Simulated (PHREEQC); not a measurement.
Make-up at 20 °C: 0.0043 mol Ca(HCO3)2, 0.0013 mol CO2 and 0.028 mol MgSO4 per kg of water. Closed to the air; pH follows from the charge balance.

Model: ion-association model, phreeqc.dat, run in PHREEQC.

Precipitation was switched off in this run.

Task: Order these Ca species by the share of Ca that they hold, largest first: Ca+2, CaSO4, CaCO3, CaHCO3+.

Result: Ca+2 (66 %), CaSO4 (32 %), CaHCO3+ (2.5 %), CaCO3 (0.12 %)

Task: Order these S species by the share of S that they hold, largest first: MgSO4, CaSO4, SO4-2.

Result: SO4-2 (59 %), MgSO4 (36 %), CaSO4 (4.8 %)

The pH is 7.04 and the ionic strength 0.0771 mol/kgw.
